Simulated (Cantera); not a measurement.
An adiabatic, constant-pressure homogeneous reactor starts with CH₄ : C₂H₆ : O₂ : N₂ : H₂O = 1 : 0.21 : 2.1 : 7.91 : 1.9 (molar parts), equivalence ratio 1.3, at 1725 K and 3750 Torr.

Detailed kinetics in Cantera: GRI-Mech 3.0 (53 species, 325 reactions).

**Question.** Predict: time of steepest temperature rise; temperature at 0.200 s; equilibrium temperature; x(O₂) at 0.200 s; x(HCN) at 0.200 s; x(H₂) at 0.200 s.

**Answer.** 
```
Item                                                                 Value
---------------------------------  ---------------------------------------
time of steepest temperature rise                                  16.6 µs
temperature at 0.200 s                                              2811 K
equilibrium temperature                                             2811 K
x(O₂) at 0.200 s                   0.00316 (gas-phase equilibrium 0.00316)
x(HCN) at 0.200 s                  1.72e-8 (gas-phase equilibrium 1.72e-8)
x(H₂) at 0.200 s                     0.0477 (gas-phase equilibrium 0.0477)
```
